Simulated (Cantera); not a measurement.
Feed: 1 mol PbO, a varied amount of CH₄, 19 mol N₂, equilibrated at 1700 °C and 1.00 bar.

Cantera equilibrium calculation (NASA polynomials, part measured and part estimated; ideal gas, pure solids and liquids). Candidate condensed phases: C, C₆H₆, C₇H₈, C₈H₁₈, H₂O, Pb, PbO, PbO₂, Pb₃O₄; 139 gas species. Gases not in the tables: (PbO)n polymers. Kinetics and transport are ignored.

x: gas mole fraction; n: condensed amount in mol.

| n(CH₄) (mol) | x N₂ | x H₂ | x Pb | x CO | x H₂O | n C(graphite) |
|---|---|---|---|---|---|---|
| 0.33 | 0.905 | 0.00702 | 0.0469 | 0.00887 | 0.0243 | 0 |
| 0.47 | 0.887 | … | 0.0465 | … | … | 0 |
| 0.68 | 0.862 | 0.0488 | 0.0453 | 0.0291 | 0.0128 | 0 |
| 0.98 | 0.828 | 0.0844 | 0.0436 | 0.0426 | 0.000784 | 0 |
| 1.4 | 0.796 | 0.115 | 0.0420 | 0.0420 | 6.32e-7 | 0.296 |
| 2 | 0.757 | … | 0.0400 | 0.0400 | … | … |
| 2.9 | 0.706 | 0.213 | 0.0373 | 0.0373 | 1.04e-6 | 1.75 |

Task: What belongs in the gaps?

Result: 
- 0.47, x H₂: 0.0229
- 0.47, x CO: 0.0182
- 0.47, x H₂O: 0.0209
- 2, x H₂: 0.157
- 2, x H₂O: 8.21e-7
- 2, n C(graphite): 0.874
